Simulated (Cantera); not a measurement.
BN + NF₃ (nitride etching)

A closed system holds: 1 mol BN, 1.3 mol NF₃, equilibrated at 74.0 mbar.

Cantera equilibrium calculation (NASA polynomials, part measured and part estimated; ideal gas, pure solids and liquids). Candidate condensed phases: B, BN; 13 gas species. Rates play no part.

From 973 K to 1723 K nothing is condensed. The main B-bearing gas is BF₃ throughout.

```
T (K)   x N₂  x BF₃     x F      x F₂     x NF₃    x NF₂      x NF
-----  -----  -----  ------  --------  --------  -------  --------
973    0.422  0.367  0.0936     0.117   0.00120  7.49e-7    <1e-12
1048   0.407  0.354   0.160    0.0791  0.000210  6.78e-7  3.05e-12
1123   0.393  0.342   0.222    0.0429   3.10e-5  4.73e-7  1.33e-11
1198   0.384  0.334   0.262    0.0197   4.03e-6  2.70e-7  4.26e-11
1273   0.380  0.331   0.281   0.00848   5.35e-7  1.43e-7  1.11e-10
1348   0.378  0.329   0.289   0.00375   8.06e-8  7.56e-8  2.52e-10
1423   0.378  0.328   0.292   0.00175   1.43e-8  4.17e-8  5.17e-10
1498   0.377  0.328   0.294  0.000874   2.96e-9  2.41e-8  9.84e-10
1573   0.377  0.328   0.294  0.000463  7.08e-10  1.46e-8   1.76e-9
1648   0.377  0.328   0.295  0.000259  1.93e-10  9.28e-9   2.97e-9
1723   0.377  0.328   0.295  0.000152  5.87e-11  6.10e-9   4.79e-9
```
x: gas mole fraction; nothing condenses.
